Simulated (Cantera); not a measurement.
Input: 1 mol SiCl4, 64 mol N2, 30 mol NH3, at 11.0 Pa.

These are equilibrium values from Cantera (NASA tables, ideal gas, pure condensed phases), not measurements of a reactor. Candidate condensed phases: NH4Cl, Si, Si3N4; 28 gas species. Equilibrium is a limit: real reactors are often held back by kinetics, nucleation or transport.

Q: What share of the Si ends up in condensed phases as a function of T (K), at 773, 973, 1173, 1373, 1573, 1773, 1973, 2173?

A: 
```csv
T (K),Si condensed (%),as
773,100.0,Si3N4(s)
973,100.0,Si3N4(s)
1173,99.7,Si3N4(s)
1373,88.1,Si3N4(s)
1573,32.3,Si(s)
1773,0.0,-
1973,0.0,-
2173,0.0,-
```
